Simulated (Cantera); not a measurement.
Charge: 1 mol Si, 2.7 mol N₂O, 110 mol H₂, held at 1423 K and 26000 Pa.

These are equilibrium values from Cantera (NASA tables, ideal gas, pure condensed phases), not measurements of a reactor. Candidate condensed phases: H₂O, Si, SiO₂, Si₂N₂O, Si₃N₄; 35 gas species. The tables hold silica as quartz up to 1696 K and as liquid above; real silica turns to tridymite and cristobalite and melts near 1996 K. Rates play no part.

Base state: H₂ 0.970, N₂ 0.0240, H₂O 0.00621, H 1.28e-5 (mole fractions); condensed: SiO₂(β-quartz).

Problem. What changes in the equilibrium state with this change: N₂O from 2.7 to 0.53 mol?

Solution. 
```csv
species,before,after
H₂,0.970,1.000
N₂,0.0240,0.000361
H₂O,0.00621,2.94e-5
SiO,9.81e-8,2.13e-5
H,1.28e-5,1.30e-5
"SiO₂(β-quartz), mol",1.000,0.0171
"Si₂N₂O(s), mol",0,0.490
```
Mutual solubility and eutectic melting of coexisting phases are not modelled.
